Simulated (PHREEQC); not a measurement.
# Alkaline etch or developer: an equilibrium model

Consider water at 20 °C with 0.0022 mol/kgw TMAH, 0.00031 mol/kgw H4SiO4 and 0.0017 mol/kgw NH4Cl. Closed to the air; pH follows from the charge balance.

Model: ion-association model, wateq4f.dat, run in PHREEQC.

This is a speciation only: nothing precipitates in the calculation.

Task: Predict the pH.

Result: pH 10.66.

Task: In which forms is Si present?

Result: H3SiO4- 85 %, H4SiO4 14 % of the Si.

(CH3)4N+ isn't in the database: it is added as a free cation with an ion size of 4 Å.
